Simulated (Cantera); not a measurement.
Input (Python, Cantera):

```python
import numpy as np
import cantera as ct

gas = ct.Solution("gri30.yaml")
gas.TPX = 323, 500000, {'CO': 1, 'H2': 0.034, 'O2': 0.369, 'N2': 1.39}
flame = ct.FreeFlame(gas, width=0.013)
flame.set_refine_criteria(ratio=3, slope=0.08, curve=0.16)
flame.transport_model = "mixture-averaged"
flame.solve(loglevel=0, auto=True)
z, T = flame.grid, flame.T
thick = (T[-1] - T[0]) / np.gradient(T, z).max()
show = ['CO', 'H2', 'O2', 'H', 'H2O2', 'CO2']
print(f"laminar burning velocity  {flame.velocity[0] * 100:.3f} cm/s")
print(f"burnt temperature         {T[-1]:.1f} K")
print(f"thermal thickness         {thick * 1e3:.4f} mm")
print(f"grid points               {len(z)}")
z0 = z[flame.heat_release_rate.argmax()]
print(f"{'z/mm':>9s}{'T/K':>9s}{'u/(m/s)':>9s}" + "".join(f"{s:>11s}" for s in show))
rows = []
for k in (-3, -2, -1.5, -1, -0.5, -0.25, 0, 0.25, 0.5, 1, 2, 4, 8):
    zz = z0 + k * thick
    rows.append([k * thick, np.interp(zz, z, T), np.interp(zz, z, flame.velocity),
                 *(np.interp(zz, z, flame.X[gas.species_index(s)]) for s in show)])
    print(f"{rows[-1][0] * 1e3:9.3f}{rows[-1][1]:9.1f}{rows[-1][2]:9.3f}" + "".join(f"{x:11.3e}" for x in rows[-1][3:]))
```

Result:

```
laminar burning velocity  39.281 cm/s
burnt temperature         2434.7 K
thermal thickness         0.1291 mm
grid points               113
     z/mm      T/K  u/(m/s)         CO         H2         O2          H       H2O2        CO2
   -0.387    323.0    0.393  3.581e-01  1.212e-02  1.321e-01  3.119e-20  1.619e-09  1.425e-08
   -0.258    323.1    0.393  3.581e-01  1.193e-02  1.321e-01  1.600e-17  3.942e-08  5.139e-07
   -0.194    323.6    0.393  3.582e-01  1.157e-02  1.322e-01  1.249e-15  3.082e-07  5.395e-06
   -0.129    329.8    0.400  3.584e-01  1.055e-02  1.322e-01  3.637e-13  3.711e-06  9.876e-05
   -0.065    464.9    0.562  3.520e-01  7.573e-03  1.281e-01  1.628e-08  7.566e-05  5.478e-03
   -0.032    861.0    1.025  3.234e-01  5.222e-03  1.110e-01  1.345e-04  1.096e-04  3.577e-02
    0.000   1347.7    1.559  2.693e-01  2.598e-03  7.875e-02  1.778e-03  7.065e-06  1.001e-01
    0.032   1665.3    1.875  2.186e-01  1.160e-03  4.863e-02  3.657e-03  5.863e-07  1.637e-01
    0.065   1848.4    2.044  1.888e-01  9.757e-04  3.272e-02  4.223e-03  2.841e-07  2.022e-01
    0.129   2036.2    2.217  1.654e-01  1.059e-03  2.138e-02  3.440e-03  1.434e-07  2.331e-01
    0.258   2191.5    2.360  1.502e-01  1.039e-03  1.416e-02  2.043e-03  7.398e-08  2.531e-01
    0.516   2305.8    2.462  1.380e-01  9.613e-04  8.233e-03  1.147e-03  3.789e-08  2.690e-01
    1.033   2380.4    2.527  1.293e-01  9.014e-04  3.980e-03  6.454e-04  1.850e-08  2.802e-01
```

Cantera simulation using GRI-Mech 3.0 (53 species, 325 reactions); the numbers are that mechanism's predictions, not measurements. The hydrogen kinetics of GRI-Mech 3.0 are dated; newer H2 mechanisms differ, most at raised pressure. Burning velocities carry a grid error of a few per cent, more on coarse grids.
